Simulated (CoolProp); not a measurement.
p-xylene along the isotherm 346.85 °C: fugacity coefficient from the reference equation and from simpler models built on Tc = 343.0 °C, pc = 35.32 bar, ω = 0.324; each cubic takes its own stable root.

Values from CoolProp's reference Helmholtz-energy equation of state, Zhou 2012.

```json
[
 {"p (bar)": "1.12", "phase": "gas", "reference": "0.9883", "van der Waals": "0.9907", "Peng-Robinson": "0.9882"},
 {"p (bar)": "1.88", "phase": "gas", "reference": "0.9803", "van der Waals": "0.9845", "Peng-Robinson": "0.9803"},
 {"p (bar)": "3.18", "phase": "gas", "reference": "0.9669", "van der Waals": "0.9737", "Peng-Robinson": "0.9668"},
 {"p (bar)": "5.37", "phase": "gas", "reference": "0.9444", "van der Waals": "0.9557", "Peng-Robinson": "0.9443"},
 {"p (bar)": "9.06", "phase": "gas", "reference": "0.9071", "van der Waals": "0.9254", "Peng-Robinson": "0.9069"},
 {"p (bar)": "15.3", "phase": "gas", "reference": "0.8454", "van der Waals": "0.8742", "Peng-Robinson": "0.8453"},
 {"p (bar)": "25.8", "phase": "gas", "reference": "0.7441", "van der Waals": "0.7870", "Peng-Robinson": "0.7445"},
 {"p (bar)": "43.5", "phase": "supercritical", "reference": "0.5556", "van der Waals": "0.6101", "Peng-Robinson": "0.5618"},
 {"p (bar)": "73.5", "phase": "supercritical", "reference": "0.3747", "van der Waals": "0.4386", "Peng-Robinson": "0.3850"},
 {"p (bar)": "124", "phase": "supercritical", "reference": "0.2702", "van der Waals": "0.3463", "Peng-Robinson": "0.2811"},
 {"p (bar)": "209", "phase": "supercritical", "reference": "0.2172", "van der Waals": "0.3189", "Peng-Robinson": "0.2276"},
 {"p (bar)": "353", "phase": "supercritical", "reference": "0.2076", "van der Waals": "0.3756", "Peng-Robinson": "0.2170"}
]
```
